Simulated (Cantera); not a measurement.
A closed system holds: 1 mol CCl4, 0.23 mol F2, held at 773.15 K and 27.0 Pa.

Equilibrium computed with Cantera from the NASA thermochemical tables; the gas is ideal and each condensed phase is pure. Candidate condensed phases: C; 27 gas species. Condensed phases not in the tables: fluorocarbon polymer. Gases not in the tables: C2F6 and larger saturated fluorocarbons. The numbers say what is thermodynamically allowed, not how fast it happens.

Base state: Cl2 0.944, CF4 0.0520, CClF3 0.00305, CCl2F2 0.000334, Cl 0.000290, CCl3F 4.50e-5, CCl4 4.00e-5 (mole fractions); condensed: C(graphite).

Task: What changes in the equilibrium state with this change: temperature from 773.15 K to 3000 K?

Result: 
| species | before | after |
|---|---|---|
| Cl | 0.000290 | 0.799 |
| F | <1e-9 | 0.0886 |
| C | <1e-9 | 0.0598 |
| Cl2 | 0.944 | 1.88e-6 |
| CF4 | 0.0520 | <1e-9 |
| C3 | <1e-9 | 0.0374 |
| C2 | <1e-9 | 0.0119 |
| CF | <1e-9 | 0.00327 |
| CClF3 | 0.00305 | <1e-9 |
| CCl2F2 | 0.000334 | <1e-9 |
| C5 | <1e-9 | 6.96e-5 |
| C(graphite), mol | 0.883 | 0 |
The tables' values for CCl are old estimates; treat these amounts as uncertain.
